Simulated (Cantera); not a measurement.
Mixture: CH₄ : CO : O₂ : N₂ : H₂O : C₂H₆ = 1 : 0.96 : 1.46 : 5.98 : 0.31 : 0.042 (molar parts), at 2000000 Pa, adiabatic and at constant volume. Ignition delay is the time to a rise of 400 K.

Computed with Cantera and GRI-Mech 3.0 (53 species, 325 reactions). The pressure lies above the range GRI-Mech 3.0 was tuned for (to about 10 atm).

Task: Predict: delay at 1200 K; delay at 1400 K; delay at 1600 K; delay at 1800 K; delay at 2000 K; apparent activation energy between 1800 and 2000 K.

Result: 
```
Item                                                    Result
--------------------------------------------------  ----------
delay at 1200 K                                        3.40 ms
delay at 1400 K                                       0.283 ms
delay at 1600 K                                        36.4 µs
delay at 1800 K                                        7.02 µs
delay at 2000 K                                        2.05 µs
apparent activation energy between 1800 and 2000 K  180 kJ/mol
```
